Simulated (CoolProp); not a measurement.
Properties of R1336mzz(Z) along the isobar 3.66 MPa (Tc = 444.5 K, pc = 2.904 MPa, ω = 0.386).

The numbers come from the reference Helmholtz-energy equation of state, McLinden 2020 in CoolProp.

| T (K) | phase | density (kg/m³) | cp (kJ/(kg K)) |
|---|---|---|---|
| 237.5 | liquid | 1520 | 1.090 |
| 257.7 | liquid | 1473 | 1.132 |
| 277.9 | liquid | 1426 | 1.173 |
| 298 | liquid | 1377 | 1.211 |
| 318.2 | liquid | 1325 | 1.250 |
| 338.4 | liquid | 1271 | 1.290 |
| 358.6 | liquid | 1212 | 1.333 |
| 378.8 | liquid | 1147 | 1.384 |
| 399 | liquid | 1073 | 1.452 |
| 419.2 | liquid | 982.3 | 1.565 |
| 439.4 | liquid | 851.8 | 1.857 |
| 459.6 | supercritical | 472.9 | 4.326 |
| 479.8 | supercritical | 268.2 | 1.726 |
| 500 | supercritical | 218.7 | 1.447 |

The peak of cp marks the crossing from liquid-like to gas-like fluid above the critical point.
